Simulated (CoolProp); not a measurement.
The fluid at 293.15 K and 0.248 MPa expands adiabatically to 0.0447 MPa with isentropic efficiency 0.85. The same conditions are run with several fluids, on thermodynamics alone (safety and materials aside).

Computed with CoolProp (reference Helmholtz-energy equation of state of each fluid (sulfur dioxide: Gao 2016; chlorine: Thol 2021; carbon monoxide: Lemmon 2006)).

Task: Rank sulfur dioxide, chlorine, carbon monoxide by work (kJ/kg), highest first.

Result: carbon monoxide (100), sulfur dioxide (46.9), chlorine (40.5)

```json
[
 {"fluid": "sulfur dioxide", "final temperature (K)": "246.2", "final phase": "two-phase, vapour fraction 0.943", "final density (kg/m³)": "1.51"},
 {"fluid": "chlorine", "final temperature (K)": "222.1", "final phase": "two-phase, vapour fraction 0.967", "final density (kg/m³)": "1.80"},
 {"fluid": "carbon monoxide", "final temperature (K)": "196.5", "final phase": "gas", "final density (kg/m³)": "0.767"}
]
```
